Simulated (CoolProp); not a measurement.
Computed with CoolProp (reference Helmholtz-energy equation of state, Thol 2019).

For decamethylcyclopentasiloxane (D5), give the phase and the expansivity (1/kK), fugacity coefficient at 340.7 K and 0.0281 MPa; 433.6 K and 5.68 MPa.


- 340.7 K and 0.0281 MPa: liquid; expansivity 1.17, fugacity coefficient 0.0155
- 433.6 K and 5.68 MPa: liquid; expansivity 1.23, fugacity coefficient 0.00898
